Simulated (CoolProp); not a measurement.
The fluid at 155.48 K and 0.821 MPa flows at 0.14 m/s in a round tube of 25 mm bore and 0.25 µm roughness, fully developed (64/Re and Nu = 3.66 if laminar; Colebrook and Gnielinski if turbulent). The same conditions are run with several fluids, on thermodynamics alone (safety and materials aside).

Computed with CoolProp (reference Helmholtz-energy equation of state of each fluid (nitrogen: Span 2000; oxygen: Schmidt 1985; dry air: Lemmon 2000; normal hydrogen: Leachman 2009)). Blends and air are pseudo-pure fits.

Q: Rank nitrogen, oxygen, dry air, normal hydrogen by Reynolds number, highest first.

A: oxygen (6310), dry air (6200), nitrogen (6110), normal hydrogen (785)

```csv
fluid,Darcy friction factor,pressure drop (Pa/m),heat-transfer coefficient (W/(m² K)),mass flow (kg/h)
nitrogen,0.0353,0.257,12.2,4.60
oxygen,0.0350,0.295,12.5,5.32
dry air,0.0352,0.266,12.4,4.77
normal hydrogen,0.0815,0.0407,15.6,0.315
```

Transport values come from each fluid's own correlations.
